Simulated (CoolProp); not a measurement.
Vapour-liquid equilibrium of n-decane (1) + n-dodecane (2) at 35.3 kPa; x and y are mole fractions of (1).

Model: multi-fluid Helmholtz-energy mixture model, Lemmon 2006 and Lemmon 2004; pair parameters Bell 2016, in CoolProp.

| x | bubble temperature (K) | y at the bubble point | dew temperature at overall composition x (K) | liquid density (mol/L) |
|---|---|---|---|---|
| 0.05 | 446.5 | 0.131 | 448.4 | 3.733 |
| 0.2 | 437.9 | 0.433 | 444.7 | 3.850 |
| 0.35 | 430.7 | 0.634 | 440.5 | 3.965 |
| 0.5 | 424.6 | 0.770 | 435.7 | 4.079 |
| 0.65 | 419.4 | 0.864 | 430.0 | 4.195 |
| 0.8 | 415.0 | 0.933 | 423.0 | 4.313 |
| 0.95 | 411.2 | 0.985 | 413.8 | 4.434 |

No azeotrope shows between x = 0.05 and 0.95.

The pair parameters rest on a limited set of measurements; away from them the model extrapolates.
